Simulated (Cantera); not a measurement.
Source: NASA polynomial tables (part measured, part estimated), evaluated in Cantera. Values are per mole of reaction as written; species without (g) are pure solids or liquids, kept so even where they would boil at 1 bar.

H₂O₂(g) → 2 H(g) + O₂(g)

```tsv
T (K)	ΔH° (kJ)	ΔS° (J/K)	ΔG° (kJ)	log10 K
1548	592.3	230.9	234.9	-7.93
1648	___	___	___	___
1748	___	___	___	___
1848	594.5	232.1	165.5	-4.68
1948	595.1	232.5	142.3	-3.81
2048	595.6	232.7	119.0	-3.03
2148	___	___	___	___
```

Complete the blanks.


- 1648, ΔH° (kJ): 593.1
- 1648, ΔS° (J/K): 231.4
- 1648, ΔG° (kJ): 211.8
- 1648, log10 K: -6.71
- 1748, ΔH° (kJ): 593.8
- 1748, ΔS° (J/K): 231.8
- 1748, ΔG° (kJ): 188.7
- 1748, log10 K: -5.64
- 2148, ΔH° (kJ): 596.1
- 2148, ΔS° (J/K): 233.0
- 2148, ΔG° (kJ): 95.7
- 2148, log10 K: -2.33
